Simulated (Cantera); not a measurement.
An adiabatic, constant-volume homogeneous reactor starts with 10.5 % CO, 3.68 % H2, 12.6 % CH4, 15.3 % O2, 57.9 % N2, equivalence ratio 2.1, at 1150 K and 5.00 bar.

Computed with Cantera and GRI-Mech 3.0 (53 species, 325 reactions).

### Question
Predict: time of steepest temperature rise; temperature at 2.00 s; equilibrium temperature; x(CO) at 2.00 s; x(H2) at 2.00 s; x(CH2O) at 2.00 s; x(N2O) at 2.00 s.

### Answer
| Quantity | Result |
|---|---|
| time of steepest temperature rise | 2.89 ms |
| temperature at 2.00 s | 2629 K |
| equilibrium temperature | 2629 K |
| x(CO) at 2.00 s | 0.180 (gas-phase equilibrium 0.180) |
| x(H2) at 2.00 s | 0.126 (gas-phase equilibrium 0.126) |
| x(CH2O) at 2.00 s | 1.15e-7 (gas-phase equilibrium 1.15e-7) |
| x(N2O) at 2.00 s | 2.66e-8 (gas-phase equilibrium 2.66e-8) |
